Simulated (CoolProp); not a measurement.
The fluid at 435 K and 1.39 MPa flows at 0.071 m/s in a round tube of 50 mm bore and 45 µm roughness, fully developed (64/Re and Nu = 3.66 if laminar; Colebrook and Gnielinski if turbulent). The same conditions are run with several fluids, on thermodynamics alone (safety and materials aside).

Values from CoolProp's reference Helmholtz-energy equation of state of each fluid (C3F8 (R218): Lemmon 2006; R123: Younglove 1994; R404A: Lemmon 2003; R143a: Lemmon and Jacobsen 2000; propylene: Lemmon 2013). Blends and air are pseudo-pure fits.

**Question.** Rank C3F8 (R218), R123, R404A, R143a, propylene by Reynolds number, highest first.

**Answer.** R123 (16100), C3F8 (R218) (14900), R404A (7920), R143a (7400), propylene (4760)

```csv
fluid,Darcy friction factor,pressure drop (Pa/m),heat-transfer coefficient (W/(m² K)),mass flow (kg/h)
C3F8 (R218),0.0295,0.116,22.3,39.2
R123,0.0290,0.105,18.1,35.9
R404A,0.0341,0.0686,13.3,20.0
R143a,0.0347,0.0601,14.0,17.3
propylene,0.0389,0.0338,11.7,8.64
```

Transport values come from each fluid's own correlations; those of C3F8 (R218), R143a, propylene are estimates that may be off by 10 % or more.
